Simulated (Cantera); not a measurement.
A perfectly stirred reactor is fed with C3H8 : H2 = 1 : 9.4 (molar parts), at 10.0 Pa; it is held at 1350 K, and followed from long to short residence time.

Cantera simulation using GRI-Mech 3.0 (53 species, 325 reactions); the numbers are that mechanism's predictions, not measurements. GRI-Mech 3.0 was tuned for natural gas; its chemistry of propane as a main component is partial and can be far from experiment. GRI-Mech 3.0 stops at C3 and has no aromatics, soot or wall deposition, so with more carbon than oxygen in the feed, carbon stays in small species such as C2H2 where larger ones or solid carbon would form. Radical loss at walls, strong at low pressure, is not modelled.

Problem. What does this change do: pressure from 10.0 Pa to 4200 Pa?

Solution. 
```csv
quantity,before,after
x(C3H8) at τ = 0.610 s,0.0111,0.000346
x(H2) at τ = 0.610 s,0.831,0.839
x(H) at τ = 0.610 s,0.00120,9.28e-5
x(CH4) at τ = 0.610 s,0.0801,0.0771
x(C2H) at τ = 0.610 s,1.54e-8,5.06e-9
x(C3H8) at τ = 21.0 ms,0.0893,0.00477
x(H2) at τ = 21.0 ms,0.898,0.832
x(H) at τ = 21.0 ms,0.000260,0.000214
x(CH4) at τ = 21.0 ms,0.00382,0.0824
x(C2H) at τ = 21.0 ms,1.70e-12,4.53e-9
```

Problem. What does this change do: pressure from 10.0 Pa to 2400 Pa?

Solution. 
| quantity | before | after |
|---|---|---|
| x(C3H8) at τ = 0.610 s | 0.0111 | 0.000432 |
| x(H2) at τ = 0.610 s | 0.831 | 0.839 |
| x(H) at τ = 0.610 s | 0.00120 | 0.000132 |
| x(CH4) at τ = 0.610 s | 0.0801 | 0.0777 |
| x(C2H) at τ = 0.610 s | 1.54e-8 | 7.15e-9 |
| x(C3H8) at τ = 21.0 ms | 0.0893 | 0.00618 |
| x(H2) at τ = 21.0 ms | 0.898 | 0.832 |
| x(H) at τ = 21.0 ms | 0.000260 | 0.000286 |
| x(CH4) at τ = 21.0 ms | 0.00382 | 0.0813 |
| x(C2H) at τ = 21.0 ms | 1.70e-12 | 5.22e-9 |
